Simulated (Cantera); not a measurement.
A closed system holds: 1 mol SiF4, 0.22 mol NO, 41 mol N2, at 700 K and 420 Torr.

Method: chemical equilibrium by Gibbs-energy minimisation in Cantera with the NASA 1993 tables (ideal gas, pure condensed phases). Candidate condensed phases: Si, SiO2, Si2N2O, Si3N4; 28 gas species. Rates play no part.

### Question
What is the equilibrium state?

### Answer
| Quantity | Result |
|---|---|
| x(N2) | 0.974 |
| x(SiF4) | 0.0237 |
| x(O2) | 0.00261 |
| gas amount | 42.22 mol |
| log10 activity of Si(s) (absent) | -55.61 |
